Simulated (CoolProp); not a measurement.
Saturation properties of ammonia (Tc = 405.6 K, pc = 11.36 MPa, ω = 0.256).

Values from CoolProp's reference Helmholtz-energy equation of state, Gao 2020.

```
T (K)  p (MPa)  enthalpy of vaporisation (kJ/kg)  vapour viscosity (µPa s)
-----  -------  --------------------------------  ------------------------
288.5   0.7367                              1205                      9.53
291.8   0.8207                              1192                      9.63
295.2   0.9146                              1178                      9.74
298.6    1.017                              1164                      9.85
302      1.127                              1150                      9.96
305.4    1.247                              1135                      10.1
308.8    1.375                              1120                      10.2
312.1    1.510                              1105                      10.3
315.5    1.658                              1089                      10.4
318.9    1.818                              1072                      10.5
322.3    1.988                              1055                      10.6
325.7    2.171                              1038                      10.8
329.1    2.366                              1020                      10.9
```

It boils at 239.8 K under 1 atm.

Viscosity comes from a separate model (Fenghour 1995).
